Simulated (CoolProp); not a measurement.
Vapour-liquid equilibrium of n-hexane (1) + cyclohexane (2) at 25.75 °C; x and y are mole fractions of (1).

Computed with CoolProp (multi-fluid Helmholtz-energy mixture model, Thol 2019 and Zhou 2014; pair parameters Bell 2016).

```tsv
x	bubble pressure, mixture model (MPa)	bubble pressure, Raoult's law (MPa)	y, mixture model	y, Raoult's law
0.05	[?]	0.01383	[?]	0.075
0.125	0.01468	0.01439	0.195	0.181
0.2	0.01534	0.01494	0.292	0.279
0.275	0.01596	0.01549	0.380	0.370
0.35	0.01655	0.01604	0.460	0.454
0.425	0.01711	0.01660	0.534	0.533
0.5	[?]	0.01715	0.604	0.607
0.575	0.01816	0.01770	0.670	0.677
0.65	[?]	0.01825	0.732	0.742
0.725	0.01914	0.01880	0.793	0.803
0.8	0.01961	0.01936	0.852	0.861
0.875	0.02007	0.01991	0.908	0.915
0.95	0.02053	0.02046	[?]	0.967
```

**Question.** Complete the blanks.

**Answer.** 
- 0.05, bubble pressure, mixture model (MPa): 0.01397
- 0.05, y, mixture model: 0.084
- 0.5, bubble pressure, mixture model (MPa): 0.01764
- 0.65, bubble pressure, mixture model (MPa): 0.01865
- 0.95, y, mixture model: 0.964

The largest gap from Raoult's law is +3.2 % in bubble pressure, at x = 0.35. No azeotrope shows between x = 0.05 and 0.95.

Pair parameters are fitted to limited data, so mixtures are less certain than the pure fluids.
